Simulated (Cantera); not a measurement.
An isothermal, constant-pressure homogeneous reactor starts with 47.6 % C2H6, 52.4 % N2, at 1673 K and 750 Torr.

Detailed kinetics in Cantera: GRI-Mech 3.0 (53 species, 325 reactions). GRI-Mech 3.0 stops at C3 and has no aromatics, soot or wall deposition, so with more carbon than oxygen in the feed, carbon stays in small species such as C2H2 where larger ones or solid carbon would form.

x: mole fraction; the columns are a selection and need not sum to one.

| t (s) | x C2H6 | x CH3 | x C2H | x C2H4 | x CH2 | x H2 |
|---|---|---|---|---|---|---|
| 3.00e-6 | 0.429 | 0.0131 | ? | 0.0159 | 1.07e-5 | 0.0149 |
| 1.39e-5 | 0.234 | 0.0126 | ? | 0.117 | 1.13e-5 | 0.109 |
| 6.46e-5 | 0.0231 | 0.00402 | ? | 0.171 | 2.97e-6 | 0.238 |
| 0.000300 | 0.000505 | 0.000633 | ? | 0.0980 | 1.39e-7 | 0.304 |
| 0.00139 | 0.000110 | 0.000360 | ? | 0.0347 | 5.02e-8 | 0.346 |
| 0.00646 | 8.22e-5 | 0.000329 | 1.55e-7 | 0.00574 | 4.62e-8 | 0.374 |
| 0.0300 | 4.57e-5 | 0.000246 | 1.65e-7 | 0.00573 | 3.60e-8 | 0.404 |
| 0.139 | 1.33e-5 | 0.000123 | 1.84e-7 | 0.00621 | 1.98e-8 | 0.447 |
| 0.646 | 7.85e-6 | 8.27e-5 | 1.93e-7 | 0.00641 | 1.40e-8 | 0.460 |
| 3.00 | 7.83e-6 | 8.24e-5 | 1.93e-7 | 0.00641 | 1.40e-8 | 0.460 |

**Question.** Fill in the missing entries.

**Answer.** 
- 3.00e-6, x C2H: 3.01e-9
- 1.39e-5, x C2H: 1.03e-7
- 6.46e-5, x C2H: 4.00e-7
- 0.000300, x C2H: 1.62e-7
- 0.00139, x C2H: 1.34e-7
